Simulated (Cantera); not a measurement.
A closed system holds: 1 mol SiO₂, 94 mol HCl, 17 mol N₂, a varied amount of HF, at 998.15 K and 150 Pa.

Method: chemical equilibrium by Gibbs-energy minimisation in Cantera with the NASA 1993 tables (ideal gas, pure condensed phases). Candidate condensed phases: H₂O, NH₄Cl, Si, SiO₂, Si₂N₂O, Si₃N₄; 72 gas species. Rates play no part.

x: gas mole fraction; n: condensed amount in mol.

```json
[
 {"n(HF) (mol)": "5.3", "x HCl": "0.810", "x HF": "0.0392", "x N₂": "0.146", "x H₂O": "0.00321", "x SiF₄": "[?]", "x Cl": "1.40e-5", "n SiO₂(β-quartz)": "0.813"},
 {"n(HF) (mol)": "9.6", "x HCl": "0.782", "x HF": "0.0668", "x N₂": "0.141", "x H₂O": "0.00654", "x SiF₄": "[?]", "x Cl": "1.37e-5", "n SiO₂(β-quartz)": "0.607"},
 {"n(HF) (mol)": "14", "x HCl": "0.756", "x HF": "0.0924", "x N₂": "0.137", "x H₂O": "0.0101", "x SiF₄": "[?]", "x Cl": "1.34e-5", "n SiO₂(β-quartz)": "0.373"},
 {"n(HF) (mol)": "18", "x HCl": "0.734", "x HF": "0.114", "x N₂": "0.133", "x H₂O": "0.0133", "x SiF₄": "[?]", "x Cl": "1.32e-5", "n SiO₂(β-quartz)": "0.147"},
 {"n(HF) (mol)": "23", "x HCl": "0.707", "x HF": "0.143", "x N₂": "0.128", "x H₂O": "0.0150", "x SiF₄": "0.00752", "x Cl": "1.29e-5", "n SiO₂(β-quartz)": "0"},
 {"n(HF) (mol)": "27", "x HCl": "0.686", "x HF": "0.168", "x N₂": "0.124", "x H₂O": "0.0146", "x SiF₄": "0.00730", "x Cl": "1.26e-5", "n SiO₂(β-quartz)": "0"},
 {"n(HF) (mol)": "31", "x HCl": "0.667", "x HF": "0.191", "x N₂": "0.121", "x H₂O": "0.0142", "x SiF₄": "0.00709", "x Cl": "1.24e-5", "n SiO₂(β-quartz)": "0"},
 {"n(HF) (mol)": "36", "x HCl": "0.644", "x HF": "0.219", "x N₂": "0.116", "x H₂O": "0.0137", "x SiF₄": "0.00685", "x Cl": "1.21e-5", "n SiO₂(β-quartz)": "0"},
 {"n(HF) (mol)": "40", "x HCl": "0.627", "x HF": "0.240", "x N₂": "0.113", "x H₂O": "0.0133", "x SiF₄": "0.00667", "x Cl": "1.19e-5", "n SiO₂(β-quartz)": "0"}
]
```

Task: Fill in the missing entries.

Result: 
- 5.3, x SiF₄: 0.00161
- 9.6, x SiF₄: 0.00327
- 14, x SiF₄: 0.00504
- 18, x SiF₄: 0.00666
